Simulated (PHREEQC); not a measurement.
Acid mine or pickling water: speciation

Model water analysis in mmol/kgw, 40 °C, pH 4.06, pe 12.9:

```json
[
 {"constituent": "Na", "mmol/kgw": "21.8"},
 {"constituent": "K", "mmol/kgw": "5.75"},
 {"constituent": "Ca", "mmol/kgw": "3.8"},
 {"constituent": "Mg", "mmol/kgw": "1.08"},
 {"constituent": "Cl", "mmol/kgw": "11.6"},
 {"constituent": "S(6)", "mmol/kgw": "12.5"},
 {"constituent": "Cd", "mmol/kgw": "0.103"},
 {"constituent": "F", "mmol/kgw": "0.00901"},
 {"constituent": "Li", "mmol/kgw": "0.0345"},
 {"constituent": "Zn", "mmol/kgw": "0.0418"},
 {"constituent": "Pb", "mmol/kgw": "0.00531"}
]
```

Valence states are taken as typed.

The numbers come from PHREEQC with the ion-association model, wateq4f.dat.

This is a speciation only: nothing precipitates in the calculation.

Q: Predict the ionic strength, charge-balance error.

A: ionic strength 0.0460 mol/kgw; charge-balance error 1.8 %.

Q: In which forms is Na present?

A: Na+ 98 %, NaSO4- 2.4 % of the Na.

At this temperature some constants are extrapolated from 25 °C, and those without enthalpy data are left unchanged.
